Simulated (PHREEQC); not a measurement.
**Nickel, zinc or cadmium bath: speciation**

Dissolve 0.0009 mol/kgw CdCl2 and 0.022 mol/kgw MnSO4 at 25 °C. Closed to the air; pH follows from the charge balance.

Computed with PHREEQC (ion-association model, phreeqc.dat).

Precipitation was switched off in this run.

Task: Estimate the pH, specific conductance, ionic strength.

Result: pH 6.44; specific conductance 2960 µS/cm; ionic strength 0.0595 mol/kgw.

Task: In which forms is Cd present?

Result: Cd+2 51 %, CdSO4 39 %, Cd(SO4)2-2 6.3 %, CdCl+ 3.6 % of the Cd.

Complexes and solids missing from the database can't appear.
